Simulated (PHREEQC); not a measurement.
A PHREEQC input (ion-association model, phreeqc.dat):

```
SOLUTION 1
  temp 25
  units mg/kgw
  pH 6.71
  pe 9.3
  Na 0.000821
  K 0.00262
  Ca 0.0329
  Mg 0.00114
  Cl 0.039
  S(6) 0.0221 as S
  Alkalinity 0.0179 as HCO3
  O(0) 0.000648
END
USE solution 1
EQUILIBRIUM_PHASES 1
  CO2(g) -2 10
END
```

The run finishes without an error or a warning.

Its last state differs from that of the intended input:

```json
[
 {"quantity": "ionic strength (mol/kgw)", "as run": "1.61e-5", "intended": "1.52e-5"},
 {"quantity": "HSO4- (mol/kgw)", "as run": "8.02e-10", "intended": "2.68e-10"},
 {"quantity": "CaSO4 (mol/kgw)", "as run": "9.68e-11", "intended": "3.23e-11"},
 {"quantity": "SI of Gypsum (CaSO4:2H2O)", "as run": "-7.68", "intended": "-8.16"}
]
```

Problem. One thing in the input isn't as intended. What explains the difference?

Solution. This is not unique; one that fits is The fault: sulfate typed 'as S' though the number is for SO4. The line should read `as SO4` where the input has `as S`.
